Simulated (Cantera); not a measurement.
Feed: 1 mol TiO2, 0.68 mol CO, 2.1 mol H2, at 1050 °C and 140 Pa.

Method: chemical equilibrium by Gibbs-energy minimisation in Cantera with the NASA 1993 tables (ideal gas, pure condensed phases). Candidate condensed phases: C, C6H6, C7H8, C8H18, H2O, Ti, TiC, TiO, TiO2, Ti2O3, Ti3O5, Ti4O7; 113 gas species. Mutual solubility and eutectic melting of coexisting phases are not modelled. Condensed phases not in the tables: Magnéli phases beyond Ti4O7. The numbers say what is thermodynamically allowed, not how fast it happens.

Base state: H2 0.753, CO 0.244, H2O 0.00280, CO2 0.000489, H 3.68e-5 (mole fractions); condensed: TiO2(rutile) + Ti4O7(s).

Problem. What changes in the equilibrium state with this change: CO from 0.68 to 2.1 mol?

Solution. 
| species | before | after |
|---|---|---|
| CO | 0.244 | 0.499 |
| H2 | 0.753 | 0.498 |
| H2O | 0.00280 | 0.00185 |
| CO2 | 0.000489 | 0.00100 |
| H | 3.68e-5 | 2.99e-5 |
| TiO2(rutile), mol | 0.963 | 0.952 |
| Ti4O7(s), mol | 0.00914 | 0.0120 |
